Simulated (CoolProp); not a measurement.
Vapour-liquid equilibrium of hydrogen sulfide (1) + propane (2) at 290.6 K; x and y are mole fractions of (1).

Model: multi-fluid Helmholtz-energy mixture model, Lemmon 2006 and Lemmon 2009; pair parameters Kunz 2012, in CoolProp.

```json
[
 {"x": "0.05", "bubble pressure (bar)": "9.159", "y at the bubble point": "0.163", "dew pressure at overall composition x (bar)": "8.190", "liquid density (mol/L)": "11.62"},
 {"x": "0.15", "bubble pressure (bar)": "11.39", "y at the bubble point": "0.362", "dew pressure at overall composition x (bar)": "9.036", "liquid density (mol/L)": "(withheld)"},
 {"x": "0.25", "bubble pressure (bar)": "13.12", "y at the bubble point": "0.482", "dew pressure at overall composition x (bar)": "10.04", "liquid density (mol/L)": "(withheld)"},
 {"x": "0.35", "bubble pressure (bar)": "14.46", "y at the bubble point": "(withheld)", "dew pressure at overall composition x (bar)": "11.23", "liquid density (mol/L)": "13.45"},
 {"x": "0.45", "bubble pressure (bar)": "15.49", "y at the bubble point": "0.630", "dew pressure at overall composition x (bar)": "12.63", "liquid density (mol/L)": "14.37"},
 {"x": "0.55", "bubble pressure (bar)": "16.27", "y at the bubble point": "0.685", "dew pressure at overall composition x (bar)": "14.21", "liquid density (mol/L)": "15.48"},
 {"x": "0.65", "bubble pressure (bar)": "16.83", "y at the bubble point": "0.735", "dew pressure at overall composition x (bar)": "15.79", "liquid density (mol/L)": "16.82"},
 {"x": "0.75", "bubble pressure (bar)": "17.19", "y at the bubble point": "0.787", "dew pressure at overall composition x (bar)": "16.96", "liquid density (mol/L)": "18.39"},
 {"x": "0.85", "bubble pressure (bar)": "17.32", "y at the bubble point": "0.848", "dew pressure at overall composition x (bar)": "17.32", "liquid density (mol/L)": "20.19"},
 {"x": "0.95", "bubble pressure (bar)": "17.07", "y at the bubble point": "0.936", "dew pressure at overall composition x (bar)": "16.99", "liquid density (mol/L)": "22.21"}
]
```

Question: Some entries are withheld; supply them.

Answer: 
- 0.15, liquid density (mol/L): 12.10
- 0.25, liquid density (mol/L): 12.70
- 0.35, y at the bubble point: 0.566

y crosses x between x = 0.75 and 0.85: the model has an azeotrope there.

Pair parameters are fitted to limited data, so mixtures are less certain than the pure fluids.
